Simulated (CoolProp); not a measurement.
A closed Brayton cycle with carbon dioxide: compressor inlet 331.15 K and 8 MPa, high pressure 24.6 MPa, turbine inlet 905 K, compressor efficiency 0.89, turbine efficiency 0.85, recuperator effectiveness 0 (on enthalpy, no pinch check). Each further row changes one setting.

The numbers come from the reference Helmholtz-energy equation of state, Span 1996 in CoolProp.

| case | thermal efficiency (%) | net work (kJ/kg) | compressor to turbine work | compressor exit (K) | turbine exit (K) |
|---|---|---|---|---|---|
| as stated | 14.6 | 90.3 | 0.41 | 429.9 | 771.3 |
| turbine inlet 855 K | 14.6 | [?] | [?] | 429.9 | [?] |
| compressor inlet 341.15 K | 14.2 | 84.3 | [?] | [?] | 771.3 |
| high pressure 20.9 MPa | 12.7 | [?] | 0.39 | [?] | [?] |
| recuperator effectiveness 0.5 | 21.4 | 90.3 | 0.41 | 429.9 | 771.3 |

Task: What belongs in the gaps?

Result: 
- turbine inlet 855 K, net work (kJ/kg): 80.9
- turbine inlet 855 K, compressor to turbine work: 0.43
- turbine inlet 855 K, turbine exit (K): 725.9
- compressor inlet 341.15 K, compressor to turbine work: 0.45
- compressor inlet 341.15 K, compressor exit (K): 444.7
- high pressure 20.9 MPa, net work (kJ/kg): 80.4
- high pressure 20.9 MPa, compressor exit (K): 415.1
- high pressure 20.9 MPa, turbine exit (K): 790.1
